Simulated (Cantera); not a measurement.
Feed: 1 mol SiH2Cl2, 320 mol H2, held at 0.280 bar.

These are equilibrium values from Cantera (NASA tables, ideal gas, pure condensed phases), not measurements of a reactor. Candidate condensed phases: Si; 19 gas species. Equilibrium is a limit: real reactors are often held back by kinetics, nucleation or transport.

Problem. At 1573 K, list the 4 most abundant gas species with their mole fractions, and the condensed phases.

Solution. H2 0.994, HCl 0.00596, SiCl2 0.000121, H 7.66e-5. Condensed: Si(s).
